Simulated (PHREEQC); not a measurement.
Make-up at 14 °C: 120 mmol/kgw CdSO4, 11 mmol/kgw KCl and 35 mmol/kgw H2SO4. Closed to the air; pH follows from the charge balance.

Model: ion-association model, phreeqc.dat, run in PHREEQC.

Precipitation was switched off in this run.

**Question.** Order these Cl species by the share of Cl that they hold, largest first: CdCl2, Cl-, CdCl+.

**Answer.** CdCl+ (57 %), Cl- (42 %), CdCl2 (1.0 %)

The pH is 1.53 and the ionic strength 0.269 mol/kgw. Constants without temperature data keep their 25 °C values here.
